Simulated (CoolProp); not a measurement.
The fluid at 293.15 K and 0.899 MPa is throttled through a valve to 0.495 MPa with no heat exchange. The same conditions are run with several fluids, on thermodynamics alone (safety and materials aside).

Values from CoolProp's reference Helmholtz-energy equation of state of each fluid (carbon monoxide: Lemmon 2006; ethane: Bücker 2006; ethylene: Smukala 2000; sulfur hexafluoride: Guder 2009; dry air: Lemmon 2000). Blends and air are pseudo-pure fits.

```tsv
fluid	temperature change (K)	final density (kg/m³)
carbon monoxide	-1.0	5.72
ethane	-4.9	6.49
ethylene	-4.5	5.97
sulfur hexafluoride	-4.5	32.2
dry air	-0.9	5.91
```
